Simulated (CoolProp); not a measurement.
Properties of chloromethane (R40) along the isobar 936 kPa (Tc = 145.5 °C, pc = 6929 kPa, ω = 0.150).

The numbers come from the reference Helmholtz-energy equation of state, Thol 2014 in CoolProp.

```
T (°C)   phase  cv (kJ/(kg K))  speed of sound (m/s)
------  ------  --------------  --------------------
-34.55  liquid             ___                  1075
-18.35  liquid             ___                  1019
-2.25   liquid           1.003                 959.5
13.95   liquid          0.9817                   ___
30.05   liquid          0.9693                 825.1
46.25      gas          0.8149                 232.5
62.35      gas          0.7921                 241.9
78.55      gas          0.7889                 250.2
```

Q: Some entries are withheld; supply them.

A: 
- -34.55, cv (kJ/(kg K)): 1.079
- -18.35, cv (kJ/(kg K)): 1.035
- 13.95, speed of sound (m/s): 894.6
